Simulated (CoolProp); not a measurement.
o-xylene at several states: fugacity coefficient from the reference equation and from simpler models built on Tc = 630.3 K, pc = 3.737 MPa, ω = 0.312; each cubic takes its own stable root.

Values from CoolProp's reference Helmholtz-energy equation of state, Zhou 2012.

| T (K) | p (MPa) | phase | reference |
|---|---|---|---|
| 576 | 2.73 | liquid | 0.5382 |
| 424.9 | 0.409 | liquid | 0.2879 |
| 259.9 | 0.351 | liquid | 0.0001841 |

### Question
How far does each simpler model (van der Waals, Redlich-Kwong, Soave-Redlich-Kwong, Peng-Robinson) lie from the reference over these 3 states: mean and median of the absolute difference, and the worst?

### Answer
- van der Waals: mean 13084.8 %, median 219.1 %, worst +39003.7 % at 259.9 K and 0.351 MPa
- Redlich-Kwong: mean 198.3 %, median 89.1 %, worst +491.0 % at 259.9 K and 0.351 MPa
- Soave-Redlich-Kwong: mean 4.3 %, median 4.8 %, worst -7.1 % at 259.9 K and 0.351 MPa
- Peng-Robinson: mean 4.6 %, median 1.6 %, worst +11.4 % at 259.9 K and 0.351 MPa

At some of these states van der Waals gives the other phase, because its saturation line lies elsewhere.
